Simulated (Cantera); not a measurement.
An isothermal, constant-pressure homogeneous reactor starts with CH4 : H2 = 0.0095 : 1 (molar parts), at 2325 K and 2670 Pa.

Cantera simulation using GRI-Mech 3.0 (53 species, 325 reactions); the numbers are that mechanism's predictions, not measurements. GRI-Mech 3.0 stops at C3 and has no aromatics, soot or wall deposition, so with more carbon than oxygen in the feed, carbon stays in small species such as C2H2 where larger ones or solid carbon would form. Radical loss at walls, strong at low pressure, is not modelled.

x: mole fraction; the columns are a selection and need not sum to one.

```tsv
t (s)	x CH4	x H2	x CH3	x C2H6	x C2H	x H	x C2H2
1.00e-6	0.00941	0.991	3.63e-6	<1e-12	<1e-12	4.17e-6	<1e-12
4.44e-6	0.00940	0.991	1.37e-5	4.10e-12	<1e-12	2.09e-5	<1e-12
1.97e-5	0.00937	0.990	3.92e-5	2.37e-10	<1e-12	0.000114	3.68e-11
8.77e-5	0.00929	0.990	0.000118	3.50e-9	<1e-12	0.000562	(withheld)
0.000390	0.00894	0.988	0.000442	4.56e-8	2.44e-10	0.00252	(withheld)
0.00173	0.00737	0.981	0.00145	2.55e-7	1.19e-7	0.0103	(withheld)
0.00770	0.00191	0.970	0.000876	4.25e-8	3.78e-6	0.0239	(withheld)
0.0342	0.000156	0.961	0.000104	3.90e-10	7.62e-6	0.0344	0.00444
0.152	1.41e-5	0.947	1.35e-5	4.24e-12	1.12e-5	0.0488	0.00452
0.675	4.81e-6	0.931	6.17e-6	<1e-12	1.49e-5	0.0643	0.00449
3.00	4.62e-6	0.930	6.04e-6	<1e-12	1.52e-5	0.0655	0.00449
```

Fill in the missing entries.


- 8.77e-5, x C2H2: 8.56e-9
- 0.000390, x C2H2: 1.99e-6
- 0.00173, x C2H2: 0.000236
- 0.00770, x C2H2: 0.00320
